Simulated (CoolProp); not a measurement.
Benzene along the isotherm 467 K: density (kg/m³) from the reference equation and from simpler models built on Tc = 562.0 K, pc = 4.906 MPa, ω = 0.211; each cubic takes its own stable root.

The numbers come from the reference Helmholtz-energy equation of state, Thol 2012 in CoolProp.

```json
[
 {"p (MPa)": "1.64", "phase": "liquid", "reference": "668.7"},
 {"p (MPa)": "3.27", "phase": "liquid", "reference": "675.0"},
 {"p (MPa)": "4.91", "phase": "liquid", "reference": "680.8"},
 {"p (MPa)": "6.54", "phase": "liquid", "reference": "686.1"},
 {"p (MPa)": "8.18", "phase": "liquid", "reference": "691.1"},
 {"p (MPa)": "9.81", "phase": "liquid", "reference": "695.7"},
 {"p (MPa)": "11.4", "phase": "liquid", "reference": "700.0"},
 {"p (MPa)": "13.1", "phase": "liquid", "reference": "704.3"},
 {"p (MPa)": "14.7", "phase": "liquid", "reference": "708.2"},
 {"p (MPa)": "16.4", "phase": "liquid", "reference": "712.1"},
 {"p (MPa)": "18", "phase": "liquid", "reference": "715.6"},
 {"p (MPa)": "19.6", "phase": "liquid", "reference": "719.0"},
 {"p (MPa)": "21.3", "phase": "liquid", "reference": "722.4"},
 {"p (MPa)": "22.9", "phase": "liquid", "reference": "725.6"},
 {"p (MPa)": "24.5", "phase": "liquid", "reference": "728.6"}
]
```

### Question
How far does each simpler model (van der Waals, Soave-Redlich-Kwong) lie from the reference over these 15 states: mean and median of the absolute difference, and the worst?

### Answer
- van der Waals: mean 38.2 %, median 33.8 %, worst -93.9 % at 467 K and 1.64 MPa
- Soave-Redlich-Kwong: mean 8.2 %, median 7.9 %, worst -11.2 % at 467 K and 1.64 MPa

At some of these states van der Waals gives the other phase, because its saturation line lies elsewhere.
